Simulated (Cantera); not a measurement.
NO annealing gas

A perfectly stirred reactor is fed with 12.5 % NO, 87.5 % N2, at 728 Torr; it is held at 1875 K, and followed from long to short residence time.

Model: GRI-Mech 3.0 (53 species, 325 reactions), integrated in Cantera.

```tsv
τ (s)	x NO	x O2	x N2	x O	x NO2	x N2O
3.9	0.0839	0.0205	0.896	3.63e-5	5.69e-5	3.18e-6
1.3	0.107	0.00896	0.884	2.54e-5	5.02e-5	5.11e-6
0.44	0.118	0.00329	0.878	1.76e-5	3.80e-5	6.24e-6
0.15	0.123	0.00113	0.876	1.34e-5	2.97e-5	6.69e-6
0.050	0.124	0.000361	0.875	1.13e-5	2.53e-5	6.77e-6
0.017	0.125	0.000110	0.875	1.01e-5	2.24e-5	6.56e-6
0.0056	0.125	2.56e-5	0.875	8.24e-6	1.81e-5	5.89e-6
0.0019	0.125	3.54e-6	0.875	5.04e-6	1.06e-5	4.52e-6
0.00063	0.125	2.37e-7	0.875	1.98e-6	3.57e-6	2.63e-6
```
x: mole fraction; the columns are a selection and need not sum to one.
